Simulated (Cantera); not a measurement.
A closed system holds: 1 mol MgO, 1.4 mol Cl2, 0.038 mol O2, equilibrated at 1523.15 K and 5.50 bar.

Equilibrium computed with Cantera from the NASA thermochemical tables; the gas is ideal and each condensed phase is pure. Candidate condensed phases: Mg, MgCl2, MgO; 11 gas species. Mutual solubility and eutectic melting of coexisting phases are not modelled. Kinetics and transport are ignored.

Base state: Cl2 0.486, O2 0.419, MgCl2 0.0737, Cl 0.0203, ClO 0.000734 (mole fractions); condensed: MgCl2(l) + MgO(s).

Question: What changes in the equilibrium state with this change: MgO replaced by B?

Answer: 
```
species          before     after
-------------  --------  --------
BCl3                  0     0.971
B3O3Cl3               0    0.0269
BCl2                  0   0.00167
Cl2               0.486   1.99e-8
O2                0.419     <1e-9
MgCl2            0.0737         0
Cl               0.0203   4.10e-6
ClO            0.000734     <1e-9
BOCl                  0  0.000567
BCl                   0   6.79e-5
MgCl2(l), mol     0.769         0
MgO(s), mol       0.149         0
B(s), mol             0    0.0154
```
The tables' values for BCl2, BOCl, BCl are old estimates; treat these amounts as uncertain. Further candidate phases: B, B2O3.
